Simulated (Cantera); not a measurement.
Charge: 1 mol Fe₂O₃, 15 mol HCl, 6.4 mol O₂, equilibrated at 1048 K and 11.3 Torr.

Cantera equilibrium calculation (NASA polynomials, part measured and part estimated; ideal gas, pure solids and liquids). Candidate condensed phases: Fe, FeCl₂, FeCl₃, FeO, Fe(OH)₂, Fe(OH)₃, Fe₂O₃, Fe₃O₄, H₂O; 22 gas species. Kinetics and transport are ignored.

Base state: HCl 0.578, O₂ 0.274, H₂O 0.0738, Cl₂ 0.0710, Cl 0.00168, FeCl₃ 0.00113, FeCl₂ 0.000226 (mole fractions); condensed: Fe₂O₃(s).

**Question.** What changes in the equilibrium state with this change: temperature from 1048 K to 1000 K?

**Answer.** 
| species | before | after |
|---|---|---|
| HCl | 0.578 | 0.563 |
| O₂ | 0.274 | 0.270 |
| H₂O | 0.0738 | 0.0834 |
| Cl₂ | 0.0710 | 0.0819 |
| FeCl₃ | 0.00113 | 0.000635 |
| FeCl₂ | 0.000226 | 6.45e-5 |
| Cl | 0.00168 | 0.000908 |
| Fe₂O₃(s), mol | 0.986 | 0.993 |
